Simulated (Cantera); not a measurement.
A diamond (100) surface in a fixed gas of H2 with x(CH4) = 0.009, x(H) = 0.013, at 950 K, 0.0168 atm; coverages are run to steady state.

Detailed kinetics in Cantera: the Harris–Goodwin 1993 mechanism for the reconstructed diamond (100) surface.

θ: site fractions in the mechanism's names (c6HH fully hydrogenated, c6H* and c6*H radical sites, c6** diradical, c6HM methylated).

```tsv
x(CH3)	growth (µm/h)	θ c6HH	θ c6H*	θ c6*H	θ c6**	θ c6HM
1e-06	0.00700	0.643	0.0142	0.336	0.00672	5.15e-5
2.8e-06	0.0196	0.643	0.0142	0.336	0.00672	0.000144
8e-06	?	0.643	0.0142	0.335	0.00672	?
2.3e-05	0.161	0.642	0.0142	0.335	0.00671	0.00118
6.5e-05	0.453	0.641	0.0141	0.334	0.00669	0.00333
0.00018	1.24	0.636	0.0140	0.332	0.00662	0.00914
0.00052	3.50	0.622	0.0137	0.324	0.00643	0.0258
0.0015	9.45	0.586	0.0129	0.305	0.00594	0.0695
0.0042	?	?	?	?	?	?
```

Question: Fill in the missing entries.

Answer: 
- 8e-06, growth (µm/h): 0.0560
- 8e-06, θ c6HM: 0.000411
- 0.0042, growth (µm/h): 22.4
- 0.0042, θ c6HH: 0.507
- 0.0042, θ c6H*: 0.0111
- 0.0042, θ c6*H: 0.262
- 0.0042, θ c6**: 0.00486
- 0.0042, θ c6HM: 0.165
